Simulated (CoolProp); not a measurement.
Properties of cyclopentane along the isobar 0.707 MPa.

The numbers come from the reference Helmholtz-energy equation of state, Gedanitz 2015 in CoolProp.

| T (K) | phase | Z | cv (kJ/(kg K)) |
|---|---|---|---|
| 362.7 | liquid | 0.02445 | 1.545 |
| 381.5 | liquid | 0.02406 | 1.629 |
| 400.2 | gas | 0.8649 | 1.616 |
| 418.9 | gas | 0.8858 | 1.698 |
| 437.6 | gas | 0.9024 | 1.781 |
| 456.4 | gas | 0.9159 | 1.863 |
| 475.1 | gas | 0.9269 | 1.945 |
| 493.8 | gas | 0.9360 | 2.024 |
| 512.5 | gas | 0.9438 | 2.102 |
| 531.3 | gas | 0.9504 | 2.178 |
| 550 | gas | 0.9560 | 2.252 |
